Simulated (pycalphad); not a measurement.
**Effect of Si content in Al-Si-Mg**

All values are pycalphad results on the COST 507 light-alloy database (1999) (1 atm), not direct measurements. The data set is of 1999 and partly superseded. Amounts are mole fractions of atoms.

Question: One of these alloys has its liquidus at 903 K, its solidus at 831 K, and holds fcc 0.96, diamond (Si) 0.04, MG2SI under 0.01 at 770 K. Which?
A. Al-1.11Si-0.73Mg (at.%)
B. Al-8.9Si-0.73Mg (at.%)
C. Al-4.45Si-0.73Mg (at.%)
D. Al-3.34Si-0.73Mg (at.%)
E. Al-6.68Si-0.73Mg (at.%)

Answer: C, Al-4.45Si-0.73Mg (at.%). The others: Al-1.11Si-0.73Mg (at.%), liquidus 923, solidus 843; Al-3.34Si-0.73Mg (at.%), liquidus 910, solidus 831; Al-6.68Si-0.73Mg (at.%), liquidus 888, solidus 831; Al-8.9Si-0.73Mg (at.%), liquidus 872, solidus 831

Database names, with the compositions (at.%) that they take in these runs: MG2SI: Mg 67 Si 33.
